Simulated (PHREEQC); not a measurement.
Consider water at 25 °C with 36 mmol/kgw NaOH, 0.0062 mmol/kgw CO2 and 100 mmol/kgw (CH3)4NCl. Closed to the air; pH follows from the charge balance.

All values are PHREEQC results (ion-association model, phreeqc.dat), not measurements.

Each row changes one thing in this solution. Precipitation was switched off in this run.

| case | pH | SI of Halite (NaCl) |
|---|---|---|
| as made | 12.42 | -4.26 |
| CO2 replaced by K2CO3 at the same molality | 12.42 | -4.26 |
| CO2 left out | 12.42 | -4.26 |
| temperature from 25 to 70 °C | 11.21 | -4.31 |
| diluted 100-fold with water | 10.53 | -8.05 |
| CO2 from 6.2e-06 to 1.24e-06 mol/kgw | 12.42 | -4.26 |
| 0.19 mol/kgw TMAH added | 13.18 | -4.32 |

Species that the database lacks are ignored. (CH3)4N+ isn't in the database: it is added as a free cation with an ion size of 4 Å. Constants without temperature data keep their 25 °C values here.
